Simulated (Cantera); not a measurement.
An isothermal, constant-pressure homogeneous reactor starts with 10.2 % H2, 24.9 % O2, 64.8 % N2, at 1300 K and 1330 Pa.

Computed with Cantera and GRI-Mech 3.0 (53 species, 325 reactions). Radical loss at walls, strong at low pressure, is not modelled. The temperature is held fixed by assumption; the heat of reaction is taken as removed at once.

One state of this run: x H2 = 0.00518; x O2 = 0.197; x H2O2 = 8.72e-8; x H = 0.0248; x H2O = 0.0838; x NO = 3.66e-6; x NO2 = 2.77e-11. x: mole fraction; the columns are a selection and need not sum to one.

### Question
Which value of t (s) does it belong to?
A. 6.31
B. 0.398
C. 100
D. 0.0251

### Answer
D, 0.0251
